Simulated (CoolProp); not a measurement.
Properties of normal hydrogen at several states.

Values from CoolProp's reference Helmholtz-energy equation of state, Leachman 2009.

| T (°C) | p (MPa) | phase | Z | speed of sound (m/s) | Joule-Thomson coefficient (K/MPa) | viscosity (µPa s) | Prandtl number |
|---|---|---|---|---|---|---|---|
| 254.05 | 1.66 | supercritical | 1.006 | 1754 | … | 13.2 | 0.679 |
| 350.55 | 0.147 | gas | 1.000 | … | -0.5553 | … | 0.681 |
| -59.55 | 0.298 | gas | 1.002 | 1125 | -0.06280 | … | … |
| 326.25 | 0.129 | gas | 1.000 | … | … | 14.5 | 0.681 |

Q: Complete the blanks.

A: 
- 254.05, Joule-Thomson coefficient (K/MPa): -0.5212
- 350.55, speed of sound (m/s): 1895
- 350.55, viscosity (µPa s): 14.9
- -59.55, viscosity (µPa s): 7.07
- -59.55, Prandtl number: 0.686
- 326.25, speed of sound (m/s): 1858
- 326.25, Joule-Thomson coefficient (K/MPa): -0.5482

Viscosity comes from a separate model (Muzny 2013). Thermal conductivity comes from a separate model (Assael 2011).
